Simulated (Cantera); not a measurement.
A closed system holds: 1 mol SiH4, 0.44 mol H2O, 74 mol N2, equilibrated at 1302 °C and 7.40 Pa.

Cantera equilibrium calculation (NASA polynomials, part measured and part estimated; ideal gas, pure solids and liquids). Candidate condensed phases: H2O, Si, SiO2, Si2N2O, Si3N4; 35 gas species. Rates play no part.

Base state: N2 0.961, H2 0.0313, SiO 0.00572, H 0.000854, Si 0.000776, Si2N 1.01e-5 (mole fractions); condensed: Si(s).

Problem. What changes in the equilibrium state with this change: temperature from 1302 °C to 600 °C?

Solution. 
```json
[
 {"species": "N2", "before": "0.961", "after": "0.968"},
 {"species": "H2", "before": "0.0313", "after": "0.0321"},
 {"species": "SiO", "before": "0.00572", "after": "<1e-9"},
 {"species": "H", "before": "0.000854", "after": "<1e-9"},
 {"species": "Si", "before": "0.000776", "after": "<1e-9"},
 {"species": "Si2N", "before": "1.01e-5", "after": "<1e-9"},
 {"species": "Si(s), mol", "before": "0.498", "after": "0"},
 {"species": "Si2N2O(s), mol", "before": "0", "after": "0.440"},
 {"species": "Si3N4(s), mol", "before": "0", "after": "0.0400"}
]
```
N2 is the only nitrogen source here; it is nearly inert below about 1500 K, so the nitride shown seldom forms there in practice.
